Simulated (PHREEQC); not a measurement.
A made-up water analysis in mg/L, 54 °C, pH 6.68, pe 11.1:

```
constituent                  mg/L
-----------------------  --------
Na                         0.0226
K                         0.00637
Ca                         0.0395
Mg                          0.004
Cl                         0.0059
S(6) as SO4                0.0818
Alkalinity as HCO3         0.0969
Cd                        0.00237
N(5) as NO3               0.00595
Cu(2)                    0.000424
O(0) (dissolved oxygen)  4.92e-05
Zn                       3.05e-05
B                        0.000161
```

Valence states are taken as typed.

Equilibrium calculation in PHREEQC: ion-association model, phreeqc.dat.

| Quantity | Result |
|---|---|
| ionic strength | 5.76e-6 mol/kgw |
| charge-balance error | -0.7 % |

```json
[
 {"species": "HCO3-", "molality": "1.46e-6", "activity": "1.46e-6", "log γ": "-0.001"},
 {"species": "Ca+2", "molality": "9.85e-7", "activity": "9.74e-7", "log γ": "-0.005"},
 {"species": "Na+", "molality": "9.83e-7", "activity": "9.80e-7", "log γ": "-0.001"},
 {"species": "SO4-2", "molality": "8.51e-7", "activity": "8.41e-7", "log γ": "-0.005"},
 {"species": "CO2", "molality": "5.87e-7", "activity": "5.87e-7", "log γ": "0.000"},
 {"species": "OH-", "molality": "3.32e-7", "activity": "3.31e-7", "log γ": "-0.001"},
 {"species": "H+", "molality": "2.09e-7", "activity": "2.09e-7", "log γ": "-0.001"},
 {"species": "Cl-", "molality": "1.66e-7", "activity": "1.66e-7", "log γ": "-0.001"},
 {"species": "Mg+2", "molality": "1.64e-7", "activity": "1.63e-7", "log γ": "-0.005"},
 {"species": "K+", "molality": "1.63e-7", "activity": "1.62e-7", "log γ": "-0.001"},
 {"species": "NO3-", "molality": "9.60e-8", "activity": "9.57e-8", "log γ": "-0.001"},
 {"species": "Cd+2", "molality": "2.10e-8", "activity": "2.08e-8", "log γ": "-0.005"}
]
```

No solid was allowed to form. Constants without temperature data keep their 25 °C values here. The database's constant for dissolved Cu(OH)2 is higher than later reviews accept.
